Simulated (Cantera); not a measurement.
An adiabatic, constant-pressure homogeneous reactor starts with CH4 : H2 : O2 : N2 = 1 : 0.079 : 1.36 : 5.11 (molar parts), at 1200 K and 0.710 bar. Integrator tolerance rtol = 1e-08.

Model: GRI-Mech 3.0 (53 species, 325 reactions), integrated in Cantera.

**Question.** What does this change do: initial temperature 1200 to 975 K?

**Answer.** 
```tsv
quantity	before	after
time of steepest temperature rise	33.6 ms	0.513 s
temperature at 3.00 s	2536 K	2392 K
equilibrium temperature	2536 K	2392 K
x(CH4) at 3.00 s	<1e-12 (gas-phase equilibrium <1e-12)	<1e-12 (gas-phase equilibrium <1e-12)
x(H2) at 3.00 s	0.0750 (gas-phase equilibrium 0.0750)	0.0765 (gas-phase equilibrium 0.0765)
x(O2) at 3.00 s	0.000363 (gas-phase equilibrium 0.000363)	8.66e-5 (gas-phase equilibrium 8.66e-5)
x(CH2) at 3.00 s	<1e-12 (gas-phase equilibrium <1e-12)	<1e-12 (gas-phase equilibrium <1e-12)
x(NO2) at 3.00 s	2.71e-8 (gas-phase equilibrium 2.71e-8)	5.83e-9 (gas-phase equilibrium 5.83e-9)
```
Below about 1000 K GRI-Mech 3.0 lacks low-temperature oxidation paths.

**Question.** What does this change do: pressure from 0.710 bar to 3.50 bar?

**Answer.** 
| quantity | before | after |
|---|---|---|
| time of steepest temperature rise | 33.6 ms | 7.48 ms |
| temperature at 3.00 s | 2536 K | 2584 K |
| equilibrium temperature | 2536 K | 2584 K |
| x(CH4) at 3.00 s | <1e-12 (gas-phase equilibrium <1e-12) | 6.14e-12 (gas-phase equilibrium 6.99e-12) |
| x(H2) at 3.00 s | 0.0750 (gas-phase equilibrium 0.0750) | 0.0754 (gas-phase equilibrium 0.0754) |
| x(O2) at 3.00 s | 0.000363 (gas-phase equilibrium 0.000363) | 0.000118 (gas-phase equilibrium 0.000118) |
| x(CH2) at 3.00 s | <1e-12 (gas-phase equilibrium <1e-12) | <1e-12 (gas-phase equilibrium 1.01e-12) |
| x(NO2) at 3.00 s | 2.71e-8 (gas-phase equilibrium 2.71e-8) | 2.03e-8 (gas-phase equilibrium 2.03e-8) |
